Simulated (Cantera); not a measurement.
A closed system holds: 1 mol PbF2, 32 mol H2, held at 0.0430 bar.

Cantera equilibrium calculation (NASA polynomials, part measured and part estimated; ideal gas, pure solids and liquids). Candidate condensed phases: Pb, PbF2; 16 gas species. Rates play no part. All values below are at 1750 °C.

Base state: H2 0.903, HF 0.0586, Pb 0.0293, H 0.00871 (mole fractions); condensed: gas only.

**Question.** What changes in the equilibrium state with this change: pressure from 0.0430 bar to 1.00 bar?

**Answer.** 
```
species   before    after
-------  -------  -------
H2         0.903    0.910
HF        0.0586   0.0587
Pb        0.0293   0.0293
H        0.00871  0.00181
PbF      8.40e-6  4.06e-5
```

**Question.** What changes in the equilibrium state with this change: pressure from 0.0430 bar to 1.40e-5 bar?

**Answer.** 
```csv
species,before,after
H2,0.903,0.551
H,0.00871,0.377
HF,0.0586,0.0477
Pb,0.0293,0.0239
F,2.54e-7,1.47e-5
```
